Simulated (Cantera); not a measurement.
Thermodynamics of silicon epitaxy and polysilicon growth, feed Si₂Cl₆ + N₂

Input: 1 mol Si₂Cl₆, 220 mol N₂.

Method: chemical equilibrium by Gibbs-energy minimisation in Cantera with the NASA 1993 tables (ideal gas, pure condensed phases). Candidate condensed phases: Si, Si₃N₄; 13 gas species. The feed counts by its element totals alone. N₂ is the only nitrogen source here; it is nearly inert below about 1500 K, so the nitride shown seldom forms there in practice. The tables' values for SiCl₃ are old estimates. The numbers say what is thermodynamically allowed, not how fast it happens.

Question: Map the stable condensed phases over T = 802, 852, 902, 952, 1002, 1052, 1102, 1152, 1202, 1252, 1302 °C and P in Pa = 100, 210, 460, 980, 2100, 4500, 9600, 20000, 44000, 94000, 200000.

Answer: 
```
T in °C \ P in Pa
            100    210    460    980   2100   4500   9600  20000  44000  94000 200000
   1302       A      A      A      A      A      A      A      A      A      B      B
   1252       A      A      A      A      A      A      A      A      B      B      B
   1202       A      A      A      A      A      A      A      B      B      B      B
   1152       A      A      A      A      A      A      B      B      B      B      B
   1102       A      A      A      A      B      B      B      B      B      B      B
   1052       A      A      A      B      B      B      B      B      B      B      B
   1002       A      B      B      B      B      B      B      B      B      B      B
    952       B      B      B      B      B      B      B      B      B      B      B
    902       B      B      B      B      B      B      B      B      B      B      B
    852       B      B      B      B      B      B      B      B      B      B      B
    802       B      B      B      B      B      B      B      B      B      B      B
```
A: gas only; B: Si₃N₄.
